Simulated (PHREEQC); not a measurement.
A made-up water analysis in mmol/kgw, 10 °C, pH 8.05:

```json
[
 {"constituent": "Na", "mmol/kgw": "449"},
 {"constituent": "K", "mmol/kgw": "0.0138"},
 {"constituent": "Ca", "mmol/kgw": "0.871"},
 {"constituent": "Mg", "mmol/kgw": "17.3"},
 {"constituent": "Cl", "mmol/kgw": "379"},
 {"constituent": "S(6)", "mmol/kgw": "48.7"},
 {"constituent": "Alkalinity (meq/kgw)", "mmol/kgw": "6.72"},
 {"constituent": "Br", "mmol/kgw": "0.474"}
]
```

Valence states are taken as typed.

Model: Pitzer model, pitzer.dat, run in PHREEQC.

```yaml
ionic_strength: 0.551 mol/kgw
activity_of_water: 0.986
specific_conductance: 28200 µS/cm
density: 1.022 g/cm³
osmotic_coefficient: 0.882
charge_balance_error: 0.2 %
```

```
species  molality  activity   log γ
-------  --------  --------  ------
Na+         0.449     0.308  -0.163
Cl-         0.379     0.242  -0.194
SO4-2      0.0487   0.00557  -0.942
Mg+2       0.0173   0.00404  -0.631
HCO3-     0.00640   0.00427  -0.176
Ca+2     0.000871  0.000184  -0.675
Br-      0.000474  0.000310  -0.184
CO3-2    0.000118   1.52e-5  -0.888
CO2      0.000101  0.000110   0.037
```

This is a speciation only: nothing precipitates in the calculation. Examples of supersaturated solids here: Magnesite (slow to form). Others may be too. Complexes and solids missing from the database can't appear. Constants without temperature data keep their 25 °C values here.
